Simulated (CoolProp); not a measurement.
Properties of ethylene along the isobar 13300 kPa (Tc = 9.2 °C, pc = 5042 kPa, ω = 0.087).

Values from CoolProp's reference Helmholtz-energy equation of state, Smukala 2000.

| T (°C) | phase | Z | cp (kJ/(kg K)) | cv (kJ/(kg K)) | expansivity (1/kK) |
|---|---|---|---|---|---|
| -88.85 | liquid | 0.4343 | 2.360 | 1.355 | 2.354 |
| -66.75 | liquid | 0.4097 | 2.407 | 1.331 | 2.642 |
| -44.55 | liquid | 0.3940 | 2.499 | 1.331 | 3.062 |
| -22.45 | liquid | 0.3869 | 2.649 | 1.351 | ? |
| -0.35 | liquid | 0.3900 | ? | 1.390 | 4.754 |
| 21.85 | supercritical | 0.4084 | 3.260 | 1.446 | 6.612 |
| 43.95 | supercritical | 0.4535 | 3.750 | 1.516 | 9.536 |
| 66.15 | supercritical | 0.5366 | 3.850 | 1.578 | 11.08 |
| 88.25 | supercritical | 0.6324 | 3.382 | 1.620 | 9.206 |
| 110.45 | supercritical | 0.7129 | 2.980 | 1.665 | 7.066 |
| 132.55 | supercritical | 0.7745 | 2.755 | 1.717 | 5.608 |
| 154.75 | supercritical | 0.8222 | 2.639 | 1.776 | 4.634 |
| 176.85 | supercritical | ? | 2.586 | 1.838 | 3.960 |

Q: Fill in the missing entries.

A: 
- -22.45, expansivity (1/kK): 3.702
- -0.35, cp (kJ/(kg K)): 2.886
- 176.85, Z: 0.8593

The peak of cp marks the crossing from liquid-like to gas-like fluid above the critical point.
